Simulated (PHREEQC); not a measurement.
Solution (14 °C): 0.1 mol CdSO4 and 0.00048 mol CaBr2 per kg of water. Closed to the air; pH follows from the charge balance.

Computed with PHREEQC (ion-association model, wateq4f.dat).

Precipitation was switched off in this run.

Order these Br species by the share of Br that they hold, largest first: CdBr2, Br-, CdBr+.

CdBr+ (70 %), Br- (30 %), CdBr2 (0.11 %)

Order these Cd species by the share of Cd that they hold, largest first: Cd(SO4)2-2, CdSO4, CdBr+, Cd+2.

Cd+2 (47 %), CdSO4 (38 %), Cd(SO4)2-2 (15 %), CdBr+ (0.67 %)

The pH is 6.12 and the ionic strength 0.188 mol/kgw. Complexes and solids missing from the database can't appear. Constants without temperature data keep their 25 °C values here.
